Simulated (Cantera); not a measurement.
# Ignition delay

Mixture: 10.3 % CH₄, 9.89 % CO, 15.0 % O₂, 61.6 % N₂, 3.19 % H₂O, at 19.7 atm, adiabatic and at constant volume. Ignition delay is the time to a rise of 400 K.

Cantera simulation using GRI-Mech 3.0 (53 species, 325 reactions); the numbers are that mechanism's predictions, not measurements. The pressure lies above the range GRI-Mech 3.0 was tuned for (to about 10 atm).

| T0 (K) | delay (ms) |
|---|---|
| 1200 | 6.82 |
| 1300 | 1.74 |
| 1400 | 0.521 |
| 1500 | 0.175 |
| 1600 | 0.0645 |
| 1700 | 0.0260 |
| 1800 | 0.0115 |
| 1900 | 0.00557 |
| 2000 | 0.00297 |

The apparent activation energy between 1800 and 2000 K is 200 kJ/mol.
